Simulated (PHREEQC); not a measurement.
Make-up at 25 °C: 0.03 mol/kgw MgSO4 and 0.12 mol/kgw Na2SO4. Closed to the air; pH follows from the charge balance.

Equilibrium calculation in PHREEQC: ion-association model, phreeqc.dat.

```
quantity                   before    after
------------------------  -------  -------
ionic strength (mol/kgw)    0.352   0.0688
SO4-2 (mol/kgw)             0.105   0.0172
HSO4- (mol/kgw)           2.76e-7  1.32e-7
```

### Question
Name the change that produced these shifts.
A) MgSO4 from 0.03 to 0.15 mol/kgw
B) Na2SO4 left out
C) Na2SO4 from 0.12 to 0.24 mol/kgw
D) MgSO4 left out
E) diluted 2-fold with water

### Answer
B, Na2SO4 left out

Precipitation was switched off in this run.
